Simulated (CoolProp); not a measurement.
Properties of n-octane along the isobar 1360 kPa (Tc = 295.6 °C, pc = 2484 kPa, ω = 0.398).

Values from CoolProp's reference Helmholtz-energy equation of state, Beckmüller 2019.

```csv
T (°C),phase,density (kg/m³),cv (kJ/(kg K)),speed of sound (m/s),Joule-Thomson coefficient (K/MPa),viscosity (µPa s),conductivity (mW/(m K))
236.05,liquid,482.7,2.601,370.6,0.5076,86.3,71.8
242.85,liquid,470.5,2.629,339.5,0.6732,80.8,70.2
249.65,liquid,456.9,2.658,306.1,0.9047,75.3,68.6
256.35,gas,53.68,2.679,128.5,20.20,11.6,40.4
263.15,gas,50.94,2.689,135.8,17.67,11.5,40.7
269.85,gas,48.73,2.701,141.8,15.80,11.5,41.0
276.65,gas,46.83,2.714,147.2,14.30,11.5,41.5
283.35,gas,45.21,2.729,152.0,13.09,11.5,42.1
290.15,gas,43.76,2.745,156.4,12.07,11.6,42.7
296.95,gas,42.46,2.761,160.4,11.20,11.6,43.3
303.65,gas,41.31,2.778,164.1,10.46,11.7,44.0
310.45,gas,40.24,2.796,167.5,9.798,11.8,44.7
317.15,gas,39.27,2.813,170.8,9.223,11.8,45.4
323.95,gas,38.35,2.832,173.9,8.703,11.9,46.2
```

Viscosity comes from a separate model (Huber 2004). Thermal conductivity comes from a separate model (Huber 2005).
